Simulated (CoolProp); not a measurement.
Properties of fluorine along the isotherm -110.95 °C.

Values from CoolProp's reference Helmholtz-energy equation of state, de Reuck 1990.

| p (MPa) | phase | density (kg/m³) | speed of sound (m/s) | Joule-Thomson coefficient (K/MPa) | expansivity (1/kK) | fugacity coefficient |
|---|---|---|---|---|---|---|
| 0.561 | gas | 16.21 | 219.8 | 6.317 | 6.675 | 0.9759 |
| 1.12 | gas | 33.24 | 217.0 | 6.309 | 7.261 | 0.9519 |
| 1.68 | gas | 51.32 | 214.1 | 6.293 | 7.942 | 0.9278 |
| 2.25 | gas | 70.93 | 211.1 | 6.264 | 8.755 | 0.9034 |
| 2.81 | gas | 91.58 | 208.3 | 6.221 | 9.698 | 0.8796 |
| 3.37 | gas | 113.8 | 205.6 | 6.159 | 10.82 | 0.8559 |
| 3.93 | gas | 137.9 | 203.0 | 6.076 | 12.18 | 0.8325 |
| 4.49 | gas | 164.3 | 200.6 | 5.966 | 13.85 | 0.8092 |
| 5.05 | gas | 193.4 | 198.3 | 5.827 | 15.93 | 0.7860 |
| 5.61 | supercritical | 225.8 | 196.1 | 5.651 | 18.57 | 0.7631 |
| 6.18 | supercritical | 263.3 | 194.1 | 5.422 | 22.05 | 0.7399 |
| 6.74 | supercritical | 305.5 | 192.7 | 5.131 | 26.45 | 0.7173 |
| 7.3 | supercritical | 354.4 | 192.2 | 4.757 | 31.87 | 0.6948 |
| 7.86 | supercritical | 410.4 | 193.6 | 4.293 | 37.71 | 0.6726 |
